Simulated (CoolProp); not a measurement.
Nitrogen along the isotherm -190.05 °C: fugacity coefficient from the reference equation and from simpler models built on Tc = -147.0 °C, pc = 3396 kPa, ω = 0.037; each cubic takes its own stable root.

Computed with CoolProp (reference Helmholtz-energy equation of state, Span 2000).

| p (kPa) | phase | reference | van der Waals | Soave-Redlich-Kwong | Peng-Robinson |
|---|---|---|---|---|---|
| 5.37 | gas | 0.9982 | 0.9988 | 0.9983 | 0.9982 |
| 8.1 | gas | 0.9973 | 0.9981 | 0.9975 | 0.9973 |
| 12.2 | gas | 0.9960 | 0.9972 | 0.9962 | 0.9960 |
| 18.4 | gas | 0.9939 | 0.9958 | 0.9942 | 0.9940 |
| 27.8 | gas | 0.9909 | 0.9936 | 0.9913 | 0.9909 |
| 42 | gas | 0.9862 | 0.9903 | 0.9868 | 0.9862 |
| 63.3 | gas | 0.9792 | 0.9854 | 0.9802 | 0.9793 |
| 95.5 | gas | 0.9686 | 0.9780 | 0.9701 | 0.9688 |
| 144 | gas | 0.9525 | 0.9668 | 0.9550 | 0.9530 |
| 217 | liquid | 0.8207 | 0.9500 | 0.8195 | 0.8262 |
| 328 | liquid | 0.5461 | 0.9244 | 0.5453 | 0.5494 |
| 495 | liquid | 0.3650 | 0.8853 | 0.3645 | 0.3669 |
| 746 | liquid | 0.2454 | 0.5987 | 0.2450 | 0.2463 |
| 1130 | liquid | 0.1652 | 0.4068 | 0.1650 | 0.1655 |
| 1700 | liquid | 0.1131 | 0.2822 | 0.1130 | 0.1129 |

At some of these states van der Waals gives the other phase, because its saturation line lies elsewhere.
